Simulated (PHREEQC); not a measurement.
Dissolve 0.12 mol (NH4)2SO4, 5.2e-05 mol H2S and 0.12 mol KF per kg of water at 33 °C. Closed to the air; pH follows from the charge balance.

All values are PHREEQC results (ion-association model, phreeqc.dat), not measurements.

### Question
The ionic strength comes out as 0.383 mol/kgw. What activity coefficients do H+, NH4+, HS-, K+, NH4SO4- get?

### Answer
H+ 0.77, NH4+ 0.61, HS- 0.65, K+ 0.66, NH4SO4- 0.73.

Precipitation was switched off in this run. Complexes and solids missing from the database can't appear.
